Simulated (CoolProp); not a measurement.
Model: reference Helmholtz-energy equation of state, Zhou 2012, in CoolProp.

### Question
For o-xylene, give the phase and the density (kg/m³), Joule-Thomson coefficient (K/MPa), isothermal compressibility (1/MPa), viscosity (µPa s) at 449.8 K and 0.997 MPa.

### Answer
- 449.8 K and 0.997 MPa: liquid; density 739, Joule-Thomson coefficient -0.216, isothermal compressibility 0.00273, viscosity 202

Viscosity comes from a separate model (Cao 2016).
